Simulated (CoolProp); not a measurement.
A single-stage vapour-compression cycle with CH2F2 (R32): evaporating at 295.15 K (dew point), condensing at 317.15 K (bubble point), superheat 5 K, subcooling 8 K, compressor efficiency 0.7, no pressure losses. Each further row changes one setting.

Model: reference Helmholtz-energy equation of state, Tillner-Roth 1997, in CoolProp.

```json
[
 {"case": "as stated", "cooling COP": "8.23", "pressure ratio": "1.75", "discharge temperature (K)": "344.0", "refrigerating effect (kJ/kg)": "257", "volumetric capacity (kJ/m³)": "10700"},
 {"case": "evaporating temperature 300.15 K", "cooling COP": "11.0", "pressure ratio": "1.53", "discharge temperature (K)": "338.4", "refrigerating effect (kJ/kg)": "257", "volumetric capacity (kJ/m³)": "12300"},
 {"case": "condensing temperature 312.15 K", "cooling COP": "11.0", "pressure ratio": "1.55", "discharge temperature (K)": "334.2", "refrigerating effect (kJ/kg)": "267", "volumetric capacity (kJ/m³)": "11100"},
 {"case": "subcooling 13 K", "cooling COP": "8.55", "pressure ratio": "1.75", "discharge temperature (K)": "344.0", "refrigerating effect (kJ/kg)": "267", "volumetric capacity (kJ/m³)": "11100"},
 {"case": "superheat 15 K", "cooling COP": "8.05", "pressure ratio": "1.75", "discharge temperature (K)": "355.7", "refrigerating effect (kJ/kg)": "271", "volumetric capacity (kJ/m³)": "10500"},
 {"case": "compressor efficiency 0.6", "cooling COP": "7.05", "pressure ratio": "1.75", "discharge temperature (K)": "347.8", "refrigerating effect (kJ/kg)": "257", "volumetric capacity (kJ/m³)": "10700"}
]
```
